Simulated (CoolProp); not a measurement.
Saturation properties of CH3F (R41).

The numbers come from the reference Helmholtz-energy equation of state, Lemmon 2006 in CoolProp. It is a short technical equation, of lower accuracy than the large ones.

```tsv
T (°C)	p (MPa)	enthalpy of vaporisation (kJ/kg)	surface tension (mN/m)
-75.15	0.1205	483.2	15.0
-69.15	0.1640	474.5	14.0
-63.15	0.2190	465.5	13.1
-57.15	0.2873	456.1	12.2
-51.15	0.3709	446.2	11.3
-45.05	0.4738	435.7	10.4
-39.05	0.5949	424.7	9.57
-33.05	0.7382	413.1	8.72
-27.05	0.9060	400.8	7.89
-21.05	1.101	387.7	7.07
-15.05	1.326	373.6	6.27
```

It boils at -78.4 °C under 1 atm.

Surface tension comes from a separate correlation (Mulero 2012).
